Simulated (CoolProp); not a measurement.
cis-2-butene along the isotherm 59.75 °C: Z from the reference equation and from simpler models built on Tc = 162.6 °C, pc = 42.36 bar, ω = 0.202; each cubic takes its own stable root.

The numbers come from the reference Helmholtz-energy equation of state, Lemmon 2005 in CoolProp. It is a short technical equation, of lower accuracy than the large ones.

| p (bar) | phase | reference |
|---|---|---|
| 0.067 | gas | 0.9987 |
| 0.104 | gas | 0.9979 |
| 0.162 | gas | 0.9967 |
| 0.253 | gas | 0.9949 |
| 0.394 | gas | 0.9921 |
| 0.613 | gas | 0.9876 |
| 0.955 | gas | 0.9805 |
| 1.49 | gas | 0.9693 |
| 2.31 | gas | 0.9516 |
| 3.6 | gas | 0.9224 |
| 5.61 | gas | 0.8727 |
| 8.74 | liquid | 0.03096 |
| 13.6 | liquid | 0.04808 |
| 21.2 | liquid | 0.07472 |

### Question
How far does each simpler model (van der Waals, Redlich-Kwong, Soave-Redlich-Kwong) lie from the reference over these 14 states: mean and median of the absolute difference, and the worst?

### Answer
- van der Waals: mean 203.1 %, median 0.9 %, worst +2706.2 % at 59.75 °C and 8.74 bar
- Redlich-Kwong: mean 3.3 %, median 0.4 %, worst +13.6 % at 59.75 °C and 8.74 bar
- Soave-Redlich-Kwong: mean 2.3 %, median 0.2 %, worst +9.6 % at 59.75 °C and 8.74 bar

At some of these states van der Waals gives the other phase, because its saturation line lies elsewhere.
